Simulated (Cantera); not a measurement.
Input (Python, Cantera) and output of one run.

```python
import numpy as np
import cantera as ct

gas_names = [...]  # 113 gases of nasa_gas.yaml made of C, H, O, Ta
cond_names = """
    C(gr) C6H6(L) C7H8(L) C8H18(L),n-octa H2O(s) H2O(L) Ta(cr) Ta(L) TaC(s) TaC(L) Ta2O5(s) Ta2O5(L)
""".split()


# ... load() reads the species with a 1 bar reference pressure and builds the phases ...
atoms = {
    'Ta2O5': {'Ta': 2, 'O': 5},
    'CO': {'C': 1, 'O': 1},
    'H2': {'H': 2},
}
top_T = {'C(gr)': 4500}  # K; cautious upper limits of use, not melting points


# ... equilibrate(T, P, feed) seeds the gas with the atoms and calls Mixture.equilibrate('TP', solver="vcs", rtol=1e-11, max_steps=5000) ...
results = []
feed = {'Ta2O5': 1, 'CO': 0.53, 'H2': 6.5}  # mol
P = 120000  # Pa
for T in [2023, 2073, 2123, 2173, 2223, 2273, 2323, 2373, 2423, 2473, 2523, 2573, 2623]:
    mix = equilibrate(T, P, feed)
    results.append((T, P, feed, dict(zip(mix.species_names, mix.species_moles))))

top = {s: max(r[3][s] / sum(r[3][g] for g in gas_names) for r in results) for s in gas_names}
cols = sorted((s for s in top if top[s] > 0.0001), key=lambda s: -top[s])[:9]
seen = [c for c in cond_names if any(r[3].get(c, 0) > 1e-12 for r in results)]
print("log10 of partial pressures in bar; condensed amounts in mol")
print(f"{'T/K':>10s}" + "".join(f"{s[:9]:>10s}" for s in cols + seen))
for T, P, feed, n in results:
    ng = sum(n[g] for g in gas_names)
    print(f"{T:10.4g}" + "".join(f"{np.log10(max(n[s] / ng * P / 1e5, 1e-99)):10.3f}" for s in cols)
          + "".join(f"{n.get(c, 0):10.4g}" for c in seen))
```

Result:

```
log10 of partial pressures in bar; condensed amounts in mol
       T/K        H2        CO         H       H2O      TaO2       TaO       CO2    Ta(cr)    TaC(s)  Ta2O5(s)  Ta2O5(L)
      2023     0.043    -1.051    -2.700    -2.282    -5.991    -7.080    -4.045         0  0.008895    0.9955         0
      2073     0.043    -1.051    -2.559    -2.269    -5.604    -6.617    -4.049         0  0.009149         0    0.9954
      2123     0.042    -1.052    -2.424    -2.265    -5.258    -6.191    -4.060         0  0.009238         0    0.9954
      2173     0.042    -1.052    -2.296    -2.261    -4.930    -5.786    -4.070         0  0.009311         0    0.9953
      2223     0.041    -1.052    -2.173    -2.258    -4.617    -5.400    -4.080         0  0.009367         0    0.9952
      2273     0.040    -1.053    -2.056    -2.256    -4.320    -5.032    -4.090         0  0.009395         0    0.9951
      2323     0.039    -1.046    -1.944    -2.249    -4.039    -4.688    -4.088    0.0133         0         0     0.993
      2373     0.037    -1.047    -1.836    -2.196    -3.795    -4.431    -4.045   0.01495         0         0    0.9919
      2423     0.035    -1.047    -1.734    -2.146    -3.561    -4.185    -4.005   0.01663         0         0    0.9907
      2473     0.033    -1.048    -1.635    -2.098    -3.339    -3.949    -3.966   0.01828         0         0    0.9892
      2523     0.030    -1.050    -1.541    -2.053    -3.126    -3.723    -3.930   0.01983         0         0    0.9873
      2573     0.027    -1.051    -1.451    -2.011    -2.922    -3.506    -3.896   0.02114         0         0    0.9849
      2623     0.023    -1.053    -1.364    -1.972    -2.727    -3.299    -3.863   0.02204         0         0    0.9819
```

Method: chemical equilibrium by Gibbs-energy minimisation in Cantera with the NASA 1993 tables (ideal gas, pure condensed phases). Mutual solubility and eutectic melting of coexisting phases are not modelled. TaC: taken at fixed stoichiometry. Condensed phases not in the tables: Ta2C, N, O or C dissolved in the metal.
